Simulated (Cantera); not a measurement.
Input (Python, Cantera) and output of one run.

```python
import numpy as np
import cantera as ct

gas_names = """
    AL ALCL ALCL2 ALCL3 ALH ALN AL2 AL2CL6 CL CL2 H HCL H2 N NH NH2 NH3 N2 N2H2 N2H4
""".split()
cond_names = """
    AL(cr) AL(L) ALCL3(s) ALCL3(L) ALN(s) NH4CL(a) NH4CL(b)
""".split()


# ... load() reads the species with a 1 bar reference pressure and builds the phases ...
atoms = {
    'AlCl3': {'AL': 1, 'CL': 3},
    'N2': {'N': 2},
    'H2': {'H': 2},
}
top_T = {'ALN(s)': 2750}  # K; cautious upper limits of use, not melting points


# ... equilibrate(T, P, feed) seeds the gas with the atoms and calls Mixture.equilibrate('TP', solver="vcs", rtol=1e-11, max_steps=5000) ...
results = []
feed = {'AlCl3': 1, 'N2': 46, 'H2': 6}  # mol
T = 1148  # K
P = 16000  # Pa
mix = equilibrate(T, P, feed)
results.append((T, P, feed, dict(zip(mix.species_names, mix.species_moles))))
print(gas.report(threshold=1e-06))
for i in range(1, mix.n_phases):
    print(f"{mix.phase(i).name:16s} {mix.phase_moles(i):12.5e} mol")
```

It prints:

```
       temperature   1148 K
          pressure   16000 Pa
           density   0.044722 kg/m^3
  mean mol. weight   26.679 kg/kmol
   phase of matter   gas

                          1 kg             1 kmol
                     ---------------   ---------------
          enthalpy        6.9105e+05        1.8437e+07  J
   internal energy        3.3328e+05        8.8917e+06  J
           entropy            9280.7         2.476e+05  J/K
    Gibbs function       -9.9632e+06       -2.6581e+08  J
 heat capacity c_p            1259.2             33595  J/K
 heat capacity c_v            947.57             25281  J/K

                      mass frac. Y      mole frac. X     chem. pot. / RT
                     ---------------   ---------------   ---------------
             ALCL2        1.4337e-05        3.9078e-06           -82.479
             ALCL3           0.04811         0.0096268           -111.21
               HCL          0.037872          0.027714           -39.728
                H2         0.0075072          0.099349           -22.001
               NH3        7.3201e-07        1.1467e-06           -46.607
                N2           0.90649           0.86331            -27.21
     [  +14 minor]        2.7075e-06        3.9348e-07

AL(L)             0.00000e+00 mol
ALCL3(L)          0.00000e+00 mol
ALN(s)            4.89543e-01 mol
```

Method: chemical equilibrium by Gibbs-energy minimisation in Cantera with the NASA 1993 tables (ideal gas, pure condensed phases).
